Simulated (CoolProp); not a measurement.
A simple Rankine cycle with water: condensing at 311.15 K, boiler at 0.474 MPa, turbine inlet 437.9 K, turbine efficiency 0.9, pump efficiency 0.7, no recuperator. Each further row changes one setting.

Values from CoolProp's reference Helmholtz-energy equation of state, Wagner 2002.

| case | thermal efficiency (%) | net work (kJ/kg) | heat in (kJ/kg) | turbine exit temperature (K) | volume ratio over the turbine |
|---|---|---|---|---|---|
| as stated | 21.9 | 574 | 2620 | 311.2 | (withheld) |
| turbine inlet 457.9 K | (withheld) | (withheld) | 2660 | 311.2 | 43.0 |
| condensing temperature 303.15 K | 23.4 | 620 | 2650 | 303.1 | 67.0 |
| boiler pressure 0.332 MPa | 20.2 | 532 | 2630 | 311.2 | 31.7 |
| turbine efficiency 0.8 | 19.5 | 510 | 2620 | 311.2 | (withheld) |

**Question.** Complete the blanks.

**Answer.** 
- as stated, volume ratio over the turbine: 44.6
- turbine inlet 457.9 K, thermal efficiency (%): 22.0
- turbine inlet 457.9 K, net work (kJ/kg): 586
- turbine efficiency 0.8, volume ratio over the turbine: 46.0

The expansion ends wet for: as stated; turbine inlet 457.9 K; condensing temperature 303.15 K; boiler pressure 0.332 MPa; turbine efficiency 0.8.
